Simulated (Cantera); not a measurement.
A freely propagating, adiabatic, planar premixed flame of CH₄ : O₂ : N₂ = 1 : 1.82 : 6.84 (molar parts), unburnt at 300 K and 1.01 bar; mixture-averaged transport, grid criteria slope 0.08 and curve 0.16, no radiation.

Detailed kinetics in Cantera: GRI-Mech 3.0 (53 species, 325 reactions). Burning velocities carry a grid error of a few per cent, more on coarse grids.

Predict: laminar burning velocity; thermal thickness; peak x(O).


```json
{
  "laminar_burning_velocity": "38.7 cm/s",
  "thermal_thickness": "0.428 mm",
  "peak x(O)": "0.00224"
}
```
